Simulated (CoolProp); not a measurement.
Vapour-liquid equilibrium of m-xylene (1) + o-xylene (2) at 15.6 bar; x and y are mole fractions of (1).

Computed with CoolProp (multi-fluid Helmholtz-energy mixture model, Zhou 2012 and Zhou 2012; pair parameters Bell 2016).

**Question.** Give the bubble temperature and the first vapour's composition at x = 0.125, 0.725, 0.8. Is there an azeotrope?

**Answer.** x = 0.125: 287.3 °C, y = 0.132; x = 0.725: 282.6 °C, y = 0.739; x = 0.8: 282.1 °C, y = 0.811. No azeotrope shows between x = 0.05 and 0.95.

The pair parameters rest on a limited set of measurements; away from them the model extrapolates.
